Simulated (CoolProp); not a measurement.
CH2F2 (R32) at 427.49 K and 9.37 MPa is throttled through a valve to 3.46 MPa with no heat exchange. Each further row changes one setting.

Computed with CoolProp (reference Helmholtz-energy equation of state, Tillner-Roth 1997).

```json
[
 {"case": "as stated", "temperature change (K)": "-49.1", "final density (kg/m³)": "[?]"},
 {"case": "outlet pressure 1.04 MPa", "temperature change (K)": "[?]", "final density (kg/m³)": "[?]"},
 {"case": "outlet pressure 4.5 MPa", "temperature change (K)": "-38.2", "final density (kg/m³)": "93.9"}
]
```

Q: Complete the blanks.

A: 
- as stated, final density (kg/m³): 71.0
- outlet pressure 1.04 MPa, temperature change (K): -80.2
- outlet pressure 1.04 MPa, final density (kg/m³): 20.3
